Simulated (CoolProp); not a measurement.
Properties of carbonyl sulfide along the isobar 15.9 MPa (Tc = 378.8 K, pc = 6.369 MPa, ω = 0.098).

Values from CoolProp's reference Helmholtz-energy equation of state, Lemmon 2006. It is a short technical equation, of lower accuracy than the large ones.

```
T (K)          phase  density (kg/m³)  Joule-Thomson coefficient (K/MPa)  isothermal compressibility (1/MPa)  expansivity (1/kK)
-----  -------------  ---------------  ---------------------------------  ----------------------------------  ------------------
263.6         liquid             1116                            -0.3805                            0.001708               1.874
276.7         liquid             1088                            -0.3412                            0.001999               1.990
289.8         liquid             1059                            -0.2938                            0.002363               2.127
302.9         liquid             1029                            -0.2363                            0.002824               2.292
315.9         liquid            997.2                            -0.1665                            0.003414               2.489
329           liquid            963.7                           -0.07966                            0.004197               2.731
342.1         liquid            928.1                            0.02909                            0.005254               3.031
355.2         liquid            889.8                             0.1673                            0.006719               3.407
368.3         liquid            848.4                             0.3462                            0.008811               3.888
381.3  supercritical            803.5                             0.5797                             0.01187               4.508
```
